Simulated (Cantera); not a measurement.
**NO annealing gas**

An isothermal, constant-pressure homogeneous reactor starts with NO : N₂ = 1 : 0.11 (molar parts), at 1825 K and 18.8 Torr.

Cantera simulation using GRI-Mech 3.0 (53 species, 325 reactions); the numbers are that mechanism's predictions, not measurements. Radical loss at walls, strong at low pressure, is not modelled.

| t (s) | x NO | x N₂ | x O₂ | x N₂O | x NO₂ | x O |
|---|---|---|---|---|---|---|
| 7.00e-6 | 0.901 | 0.0991 | 1.95e-12 | 4.10e-8 | 9.41e-12 | 4.10e-8 |
| 2.70e-5 | 0.901 | 0.0991 | 2.90e-11 | 1.58e-7 | 1.40e-10 | 1.58e-7 |
| 0.000104 | 0.901 | 0.0991 | 4.34e-10 | 6.11e-7 | 2.09e-9 | 6.10e-7 |
| 0.000403 | 0.901 | 0.0991 | 6.44e-9 | 2.35e-6 | 3.07e-8 | 2.34e-6 |
| 0.00156 | 0.901 | 0.0991 | 9.54e-8 | 9.00e-6 | 4.33e-7 | 8.81e-6 |
| 0.00602 | 0.901 | 0.0991 | 1.53e-6 | 3.34e-5 | 5.24e-6 | 3.14e-5 |
| 0.0233 | 0.901 | 0.0991 | 3.44e-5 | 0.000110 | 3.26e-5 | 9.19e-5 |
| 0.0898 | 0.900 | 0.0995 | 0.000423 | 0.000245 | 5.06e-5 | 0.000138 |
| 0.347 | 0.896 | 0.101 | 0.00231 | 0.000286 | 5.77e-5 | 0.000153 |
| 1.34 | 0.881 | 0.109 | 0.00977 | 0.000270 | 7.71e-5 | 0.000177 |
| 5.18 | 0.823 | 0.138 | 0.0387 | 0.000221 | 0.000126 | 0.000246 |
| 20.0 | 0.621 | 0.239 | 0.139 | 0.000111 | 0.000183 | 0.000394 |
x: mole fraction; the columns are a selection and need not sum to one.

Equilibrium at this temperature and pressure: NO 0.00552, N₂ 0.547, O₂ 0.447, N₂O 4.16e-8, NO₂ 3.03e-6, O 0.000654 (gas phase only).
